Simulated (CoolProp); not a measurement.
Properties of hexamethyldisiloxane (MM) along the isotherm 620 K.

Computed with CoolProp (reference Helmholtz-energy equation of state, Thol 2016).

```csv
p (MPa),phase,density (kg/m³),cp (kJ/(kg K)),isothermal compressibility (1/MPa)
0.0611,gas,1.936,[?],16.46
0.139,gas,4.438,[?],7.293
0.316,gas,10.27,[?],3.266
0.72,gas,24.40,[?],1.496
1.64,gas,61.57,[?],0.7241
3.73,supercritical,177.5,2.657,0.3725
8.49,supercritical,391.2,[?],0.05416
19.3,supercritical,504.7,2.522,0.01185
```

Fill in the missing entries.


- 0.0611, cp (kJ/(kg K)): 2.270
- 0.139, cp (kJ/(kg K)): 2.273
- 0.316, cp (kJ/(kg K)): 2.281
- 0.72, cp (kJ/(kg K)): 2.302
- 1.64, cp (kJ/(kg K)): 2.368
- 8.49, cp (kJ/(kg K)): 2.647
